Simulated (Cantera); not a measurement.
A perfectly stirred reactor is fed with N2O = 1 (molar parts), at 420 Torr; it is held at 1273 K, and followed from long to short residence time.

Model: GRI-Mech 3.0 (53 species, 325 reactions), integrated in Cantera. GRI-Mech 3.0 was tuned for natural gas; its chemistry of N2O as a main component is partial and can be far from experiment. The mechanism lacks the step 2 NO + O2 → 2 NO2, which can matter for NO2 below about 1400 K. The temperature is held fixed by assumption; the heat of reaction is taken as removed at once.

What does this change do: 0.01 parts H2O added?


```csv
quantity,before,after
x(N2O) at τ = 1.20 s,0.339,0.325
x(NO2) at τ = 1.20 s,0.000285,0.000431
x(NO) at τ = 1.20 s,0.0517,0.0473
x(N2) at τ = 1.20 s,0.415,0.421
x(O2) at τ = 1.20 s,0.194,0.198
x(N2O) at τ = 33.0 ms,0.943,0.931
x(NO2) at τ = 33.0 ms,2.22e-5,0.000303
x(NO) at τ = 33.0 ms,0.00515,0.00468
x(N2) at τ = 33.0 ms,0.0356,0.0372
x(O2) at τ = 33.0 ms,0.0165,0.0172
```

What does this change do: temperature 1273 to 1575 K?


| quantity | before | after |
|---|---|---|
| x(N2O) at τ = 1.20 s | 0.339 | 0.0117 |
| x(NO2) at τ = 1.20 s | 0.000285 | 0.000284 |
| x(NO) at τ = 1.20 s | 0.0517 | 0.0817 |
| x(N2) at τ = 1.20 s | 0.415 | 0.618 |
| x(O2) at τ = 1.20 s | 0.194 | 0.288 |
| x(N2O) at τ = 33.0 ms | 0.943 | 0.234 |
| x(NO2) at τ = 33.0 ms | 2.22e-5 | 0.000426 |
| x(NO) at τ = 33.0 ms | 0.00515 | 0.130 |
| x(N2) at τ = 33.0 ms | 0.0356 | 0.446 |
| x(O2) at τ = 33.0 ms | 0.0165 | 0.190 |
